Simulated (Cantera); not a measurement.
A closed system holds: 1 mol CH2F2, 0.67 mol H2, at 750 Torr.

Method: chemical equilibrium by Gibbs-energy minimisation in Cantera with the NASA 1993 tables (ideal gas, pure condensed phases). Candidate condensed phases: C, C6H6, C7H8, C8H18; 95 gas species. Rates play no part. All values below are at 1675 K.

Base state: HF 0.749, H2 0.251, CH4 7.57e-5, H 5.81e-5, C2H2 (acetylene) 1.46e-5 (mole fractions); condensed: C(graphite).

Task: What changes in the equilibrium state with this change: 0.0034 mol Cl2 added?

Result: 
```csv
species,before,after
HF,0.749,0.748
H2,0.251,0.249
HCl,0,0.00254
CH4,7.57e-5,7.48e-5
C2H2 (acetylene),1.46e-5,1.45e-5
H,5.81e-5,5.80e-5
"C(graphite), mol",1.000,1.000
```
